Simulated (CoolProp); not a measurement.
Vapour-liquid equilibrium of ethanol (1) + hexamethyldisiloxane (MM) (2) at 387.9 K; x and y are mole fractions of (1).

Values from CoolProp's multi-fluid Helmholtz-energy mixture model, Schroeder 2014 and Thol 2016; pair parameters Bell 2016.

```
x     bubble pressure (kPa)  y at the bubble point  dew pressure at overall composition x (kPa)  liquid density (mol/L)
----  ---------------------  ---------------------  -------------------------------------------  ----------------------
0.05                  196.3                  0.250                                            …                   4.206
0.2                   281.1                  0.519                                            …                   4.776
0.35                  322.5                  0.617                                        222.2                   5.534
0.5                   345.6                  0.679                                        273.4                       …
0.65                  360.4                      …                                        335.6                       …
0.8                   368.8                  0.816                                        367.9                   10.20
0.95                      …                  0.943                                        366.8                   13.57
```

**Question.** Some entries are withheld; supply them.

**Answer.** 
- 0.05, dew pressure at overall composition x (kPa): 157.9
- 0.2, dew pressure at overall composition x (kPa): 185.2
- 0.5, liquid density (mol/L): 6.572
- 0.65, y at the bubble point: 0.737
- 0.65, liquid density (mol/L): 8.041
- 0.95, bubble pressure (kPa): 367.2

y crosses x between x = 0.8 and 0.95: the model has an azeotrope there.

Pair parameters are fitted to limited data, so mixtures are less certain than the pure fluids.
